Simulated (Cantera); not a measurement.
Charge: 1 mol Si3N4, 0.057 mol CO2, 56 mol H2, at 8.90 bar.

These are equilibrium values from Cantera (NASA tables, ideal gas, pure condensed phases), not measurements of a reactor. Candidate condensed phases: C, C6H6, C7H8, C8H18, H2O, Si, SiC, SiO2, Si2N2O, Si3N4; 151 gas species. Mutual solubility and eutectic melting of coexisting phases are not modelled. Gases not in the tables: Si2H6 and higher silanes. Rates play no part.

log p: log10 of the partial pressure in bar; n: condensed amount in mol.

```
T (K)  log p H2  log p N2  log p CH4  log p H  n Si2N2O(s)  n Si3N4(s)  n SiC(s)  n Si(l)
-----  --------  --------  ---------  -------  -----------  ----------  --------  -------
1073       0.95     -2.25      -2.04    -7.38        0.114       0.924         0        0
1148       0.95     -2.24      -2.04    -6.67        0.114       0.924         0        0
1223       0.95     -2.23      -2.04    -6.05        0.114       0.924         0        0
1298       0.95     -2.23      -2.04    -5.50        0.114       0.924         0        0
1373       0.95     -2.23      -2.04    -5.00        0.114       0.924         0        0
1448       0.95     -2.22      -2.04    -4.56        0.114       0.924         0        0
1523       0.95     -2.22      -2.04    -4.16        0.114       0.924         0        0
1598       0.95     -2.22      -2.05    -3.80        0.114       0.924         0        0
1673       0.95         …      -2.27    -3.47        0.114       0.916    0.0230        0
1748       0.95         …      -2.57    -3.17        0.113       0.911    0.0393        0
1823       0.95         …      -2.82    -2.89        0.111       0.904    0.0467   0.0136
1898       0.95         …      -2.79    -2.63        0.103       0.821    0.0435    0.273
```

**Question.** Complete the blanks.

**Answer.** 
- 1673, log p N2: -2.07
- 1748, log p N2: -1.99
- 1823, log p N2: -1.89
- 1898, log p N2: -1.40
